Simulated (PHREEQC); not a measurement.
1.5 g of hydrous ferric oxide (600 m²/g; 0.2 weak and 0.005 strong sites per Fe, Dzombak-Morel constants, diffuse double layer) in 1 kg of water with 0.005 mol/kgw of an inert sodium salt and 3.4e-05 mol BaCl2 and 7.7e-06 mol PbCl2, at 25 °C; the pH is set by adding NaOH or the inert anion's acid. Oxygen is held at 0.21 atm. The system is closed to CO2. No solid was allowed to form.

The series has 13 steps of pH, from 4 to 10.

Model: ion-association model, wateq4f.dat, run in PHREEQC.

Q: Near which pH is half of the Ba sorbed, and on which side is more sorbed?

A: Near pH 7.6, with more sorbed at higher pH.

Complexes and solids missing from the database can't appear.
